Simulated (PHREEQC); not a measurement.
Dissolve 0.83 mol LiCl and 0.016 mol MgSO4 per kg of water at 25 °C. It is in equilibrium with CO2 at log p = -3.5 (atm). Otherwise closed; pH follows from the charge balance.

All values are PHREEQC results (Pitzer model, pitzer.dat), not measurements.

```json
{
  "pH": "5.54",
  "ionic_strength": "0.894 mol/kgw",
  "activity_of_water": "0.970",
  "density": "1.019 g/cm³",
  "osmotic_coefficient": "0.992"
}
```

```
species  molality  activity   log γ
-------  --------  --------  ------
Cl-         0.830     0.507  -0.214
Li+         0.830     0.774  -0.030
Mg+2       0.0160   0.00494  -0.511
SO4-2      0.0160   0.00124  -1.110
CO2       1.08e-5   1.08e-5   0.000
HCO3-     3.89e-6   1.63e-6  -0.377
H+        3.05e-6   2.91e-6  -0.019
HSO4-     8.56e-7   3.44e-7  -0.395
OH-       8.45e-9   3.37e-9  -0.399
MgOH+     2.08e-9   2.55e-9   0.089
```

Precipitation was switched off in this run. Complexes and solids missing from the database can't appear.
